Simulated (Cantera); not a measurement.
An isothermal, constant-pressure homogeneous reactor starts with 18.3 % H₂, 21.5 % O₂, 60.2 % N₂, equivalence ratio 0.42, at 1273 K and 30000 Pa.

Cantera simulation using the H2/O2 subset of GRI-Mech 3.0, which has no nitrogen chemistry; the numbers are that mechanism's predictions, not measurements. The temperature is held fixed by assumption; the heat of reaction is taken as removed at once.

x: mole fraction; the columns are a selection and need not sum to one.

| t (s) | x H₂ | x O₂ | x OH | x H₂O₂ | x H₂O | x H |
|---|---|---|---|---|---|---|
| 2.00e-6 | 0.183 | 0.215 | 5.44e-10 | 3.64e-12 | 5.73e-10 | 5.80e-9 |
| 8.13e-6 | 0.183 | 0.215 | 5.95e-9 | 6.05e-11 | 2.41e-8 | 3.84e-8 |
| 3.30e-5 | 0.183 | 0.215 | 7.53e-7 | 1.45e-9 | 5.72e-6 | 4.46e-6 |
| 0.000134 | ___ | 0.136 | ___ | ___ | ___ | ___ |
| 0.000546 | 0.00145 | 0.135 | 0.00186 | 2.45e-6 | 0.198 | 0.000805 |
| 0.00222 | 6.11e-5 | 0.136 | 0.000374 | 4.58e-7 | 0.201 | 6.70e-6 |
| 0.00902 | ___ | 0.136 | ___ | ___ | 0.201 | ___ |
| 0.0366 | 7.21e-7 | 0.136 | 4.89e-5 | 1.97e-8 | 0.201 | 1.39e-8 |
| 0.149 | 1.55e-7 | 0.136 | 2.31e-5 | 5.03e-9 | 0.201 | 1.48e-9 |
| 0.605 | 5.95e-8 | 0.136 | 1.40e-5 | 2.02e-9 | 0.201 | 3.58e-10 |
| 2.46 | 5.33e-8 | 0.136 | 1.32e-5 | 1.81e-9 | 0.201 | 3.03e-10 |
| 10.0 | 5.33e-8 | 0.136 | 1.32e-5 | 1.81e-9 | 0.201 | 3.03e-10 |

**Question.** Some entries are withheld; supply them.

**Answer.** 
- 0.000134, x H₂: 0.0165
- 0.000134, x OH: 0.00725
- 0.000134, x H₂O₂: 3.12e-6
- 0.000134, x H₂O: 0.145
- 0.000134, x H: 0.0483
- 0.00902, x H₂: 4.85e-6
- 0.00902, x OH: 0.000119
- 0.00902, x H₂O₂: 8.79e-8
- 0.00902, x H: 2.03e-7
